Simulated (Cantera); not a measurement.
Feed: 1 mol Si2H6, 0.079 mol O2, at 1525 °C and 13300 Pa.

These are equilibrium values from Cantera (NASA tables, ideal gas, pure condensed phases), not measurements of a reactor. Candidate condensed phases: H2O, Si, SiO2; 18 gas species. The feed counts by its element totals alone. Gases not in the tables: Si2H6 and higher silanes. Equilibrium is a limit: real reactors are often held back by kinetics, nucleation or transport.

Base state: H2 0.949, SiO 0.0500, H 0.000941, SiH2 2.80e-5, Si 2.32e-5 (mole fractions); condensed: Si(l).

Question: What changes in the equilibrium state with this change: temperature from 1525 °C to 352 °C?

Answer: 
```csv
species,before,after
H2,0.949,1.00
SiO,0.0500,<1e-9
H,0.000941,<1e-9
SiH2,2.80e-5,<1e-9
Si,2.32e-5,<1e-9
"Si(l), mol",1.84,0
"Si(s), mol",0,1.92
"SiO2(α-quartz), mol",0,0.0790
```

Question: What changes in the equilibrium state with this change: O2 from 0.079 to 1.5 mol?

Answer: 
```csv
species,before,after
H2,0.949,0.749
SiO,0.0500,0.250
H,0.000941,0.000836
H2O,7.87e-6,4.76e-5
SiH2,2.80e-5,1.44e-5
Si,2.32e-5,1.51e-5
"Si(l), mol",1.84,0
"SiO2(condensed), mol",0,1.000
```
The tables hold silica as quartz up to 1696 K and as liquid above; real silica turns to tridymite and cristobalite and melts near 1996 K.

Question: What changes in the equilibrium state with this change: temperature from 1525 °C to 1725 °C?

Answer: 
```json
[
 {"species": "H2", "before": "0.949", "after": "0.945"},
 {"species": "SiO", "before": "0.0500", "after": "0.0499"},
 {"species": "H", "before": "0.000941", "after": "0.00427"},
 {"species": "Si", "before": "2.32e-5", "after": "0.000319"},
 {"species": "SiH", "before": "9.46e-6", "after": "7.72e-5"},
 {"species": "SiH2", "before": "2.80e-5", "after": "9.92e-5"},
 {"species": "Si(l), mol", "before": "1.84", "after": "1.84"}
]
```
